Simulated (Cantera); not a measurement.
A closed system holds: 1 mol PH3, 0.19 mol H2, 0.49 mol O2, equilibrated at 2750 °C and 0.133 bar.

Equilibrium computed with Cantera from the NASA thermochemical tables; the gas is ideal and each condensed phase is pure. Gases not in the tables: HPO2, HPO3 and P4O6. The numbers say what is thermodynamically allowed, not how fast it happens.

| species | before | after |
|---|---|---|
| H2 | 0.374 | 0.387 |
| H | 0.284 | 0.288 |
| PO | 0.254 | 0.232 |
| P2 | 0.0155 | 0.0270 |
| PO2 | 0.0132 | 0.00840 |
| H2O | 0.0257 | 0.0184 |
| P | 0.0229 | 0.0303 |
| O2 | 8.33e-5 | 4.00e-5 |
| O | 0.00306 | 0.00212 |
| OH | 0.00660 | 0.00465 |
| PH | 0.00130 | 0.00175 |
Gas species are given as mole fractions.

### Question
Which change was made?
A) O2 from 0.49 to 0.42 mol
B) O2 from 0.49 to 0.73 mol
C) pressure from 0.133 bar to 0.000440 bar
D) temperature from 2750 °C to 2825 °C

### Answer
A, O2 from 0.49 to 0.42 mol
